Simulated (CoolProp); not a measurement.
Vapour-liquid equilibrium of cyclohexane (1) + dimethyl carbonate (2) at 1090 kPa; x and y are mole fractions of (1).

Model: multi-fluid Helmholtz-energy mixture model, Zhou 2014 and Zhou 2011; pair parameters Bell 2016, in CoolProp.

Q: Give the bubble temperature and the first vapour's composition at x = 0.2, 0.725, 0.875. Is there an azeotrope?

A: x = 0.2: 451.0 K, y = 0.299; x = 0.725: 447.8 K, y = 0.655; x = 0.875: 452.0 K, y = 0.795. y crosses x between x = 0.5 and 0.575: the model has an azeotrope there.

Pair parameters are fitted to limited data, so mixtures are less certain than the pure fluids.
